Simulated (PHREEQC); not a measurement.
Dissolve 0.0015 mol/kgw Fe(NO3)3 and 0.00015 mol/kgw HF at 5.6 °C. It is in equilibrium with CO2 at log p = -3.4 (atm). Otherwise closed; pH follows from the charge balance.

Computed with PHREEQC (ion-association model, wateq4f.dat).

Precipitation was switched off in this run.

Question: Predict the pH, ionic strength.

Answer: pH 2.99; ionic strength 0.00720 mol/kgw.

Question: In which forms is Fe present?

Answer: FeOH+2 43 %, Fe+3 33 %, FeF+2 9.8 %, Fe2(OH)2+4 7.1 %, Fe(OH)2+ 5.0 %, Fe3(OH)4+5 2.3 % of the Fe.

Examples of supersaturated solids here: Hematite (slow to form), Goethite (slow to form). Others may be too. At this temperature some constants are extrapolated from 25 °C, and those without enthalpy data are left unchanged. Fluoro complexes past AlF4- and FeF3 are missing from the database.
